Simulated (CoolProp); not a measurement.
Vapour pressure (MPa) of chloromethane (R40): the reference equation beside estimates from Tc = 145.5 °C, pc = 6.929 MPa, ω = 0.150. Clausius-Clapeyron is anchored at 7.55 °C with a constant enthalpy of vaporisation of 19.91 kJ/mol.

Model: reference Helmholtz-energy equation of state, Thol 2014, in CoolProp.

```csv
T (°C),reference,Lee-Kesler,Clausius-Clapeyron,van der Waals,Redlich-Kwong,Soave-Redlich-Kwong
-10.95,0.1730,0.1690,0.1839,0.7679,0.2197,0.1693
-6.35,0.2060,0.2017,0.2152,0.8455,0.2602,0.2019
-1.75,0.2436,0.2390,0.2506,0.9281,0.3061,0.2391
2.95,0.2874,0.2825,0.2912,1.018,0.3589,0.2824
7.55,0.3357,0.3306,0.3357,1.111,0.4169,0.3305
12.15,0.3901,0.3847,0.3852,1.210,0.4814,0.3845
16.85,0.4522,0.4466,0.4414,1.317,0.5545,0.4464
21.45,0.5200,0.5142,0.5021,1.427,0.6336,0.5141
26.05,0.5952,0.5892,0.5690,1.543,0.7204,0.5892
30.75,0.6801,0.6739,0.6440,1.668,0.8177,0.6743
35.35,0.7716,0.7652,0.7243,1.796,0.9216,0.7661
39.95,0.8720,0.8654,0.8118,1.931,1.034,0.8669
44.65,0.9842,0.9773,0.9090,2.075,1.160,0.9798
49.25,1.104,1.097,1.012,2.222,1.292,1.101
```

Absolute difference from the reference over all 14 rows, mean and median: Lee-Kesler 1.3 and 1.2 %, Clausius-Clapeyron 4.3 and 4.4 %, van der Waals 197.7 and 182.8 %, Redlich-Kwong 22.1 and 22.2 %, Soave-Redlich-Kwong 1.2 and 1.2 %.
